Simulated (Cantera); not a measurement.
**Thermodynamics of abatement and gas-phase synthesis, feed PH₃ + H₂ + O₂**

Input: 1 mol PH₃, 0.038 mol H₂, a varied amount of O₂, at 2523.15 K and 0.00310 bar.

Cantera equilibrium calculation (NASA polynomials, part measured and part estimated; ideal gas, pure solids and liquids). Candidate condensed phases: H₂O, P, P₄O₁₀; 17 gas species. Gases not in the tables: HPO₂, HPO₃ and P₄O₆. The numbers say what is thermodynamically allowed, not how fast it happens.

From 0.32 mol O₂ to 3.1 mol O₂ nothing is condensed.

```json
[
 {"n(O₂) (mol)": "0.32", "x H₂": "0.381", "x H": "0.308", "x PO": "0.212", "x O₂": "3.60e-6", "x H₂O": "0.00606", "x PO₂": "0.00324", "x O": "0.000553", "x OH": "0.00104", "x P₂": "0.0500", "x P": "0.0373"},
 {"n(O₂) (mol)": "0.44", "x H₂": "0.363", "x H": "0.301", "x PO": "0.269", "x O₂": "1.46e-5", "x H₂O": "0.0116", "x PO₂": "0.00830", "x O": "0.00111", "x OH": "0.00205", "x P₂": "0.0201", "x P": "0.0236"},
 {"n(O₂) (mol)": "0.61", "x H₂": "0.329", "x H": "0.287", "x PO": "0.291", "x O₂": "0.000200", "x H₂O": "0.0390", "x PO₂": "0.0333", "x O": "0.00412", "x OH": "0.00723", "x P₂": "0.00170", "x P": "0.00688"},
 {"n(O₂) (mol)": "0.84", "x H₂": "0.270", "x H": "0.259", "x PO": "0.242", "x O₂": "0.00204", "x H₂O": "0.102", "x PO₂": "0.0884", "x O": "0.0131", "x OH": "0.0209", "x P₂": "0.000116", "x P": "0.00180"},
 {"n(O₂) (mol)": "1.2", "x H₂": "0.183", "x H": "0.214", "x PO": "0.164", "x O₂": "0.0144", "x H₂O": "0.184", "x PO₂": "0.159", "x O": "0.0350", "x OH": "0.0458", "x P₂": "7.47e-6", "x P": "0.000455"},
 {"n(O₂) (mol)": "1.6", "x H₂": "0.117", "x H": "0.171", "x PO": "0.105", "x O₂": "0.0524", "x H₂O": "0.224", "x PO₂": "0.194", "x O": "0.0667", "x OH": "0.0696", "x P₂": "8.48e-7", "x P": "0.000153"},
 {"n(O₂) (mol)": "2.2", "x H₂": "0.0696", "x H": "0.132", "x PO": "0.0644", "x O₂": "0.135", "x H₂O": "0.214", "x PO₂": "0.191", "x O": "0.107", "x OH": "0.0863", "x P₂": "1.23e-7", "x P": "5.85e-5"},
 {"n(O₂) (mol)": "3.1", "x H₂": "0.0422", "x H": "0.103", "x PO": "0.0408", "x O₂": "0.243", "x H₂O": "0.174", "x PO₂": "0.163", "x O": "0.144", "x OH": "0.0902", "x P₂": "2.75e-8", "x P": "2.76e-5"}
]
```
x: gas mole fraction; nothing condenses.
